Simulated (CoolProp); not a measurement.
Values from CoolProp's reference Helmholtz-energy equation of state, Span 1996.

Problem. For carbon dioxide, give the phase and the speed of sound (m/s), viscosity (µPa s), Prandtl number at 259.6 K and 0.631 MPa; 392.5 K and 0.631 MPa.

Solution. 
- 259.6 K and 0.631 MPa: gas; speed of sound 246, viscosity 13.1, Prandtl number 0.819
- 392.5 K and 0.631 MPa: gas; speed of sound 303, viscosity 19.4, Prandtl number 0.756

Viscosity comes from a separate model (Laesecke 2017). Thermal conductivity comes from a separate model (Huber 2016).
